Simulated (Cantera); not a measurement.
Feed: 1 mol CF4, 3.9 mol H2, held at 1000 Pa.

These are equilibrium values from Cantera (NASA tables, ideal gas, pure condensed phases), not measurements of a reactor. Candidate condensed phases: C, C6H6, C7H8, C8H18; 95 gas species. The numbers say what is thermodynamically allowed, not how fast it happens.

**Question.** At 1973 K, list the 4 most abundant gas species with their mole fractions, and the condensed phases.

**Answer.** HF 0.675, H2 0.317, H 0.00759, C2H2 (acetylene) 0.000203. Condensed: C(graphite).
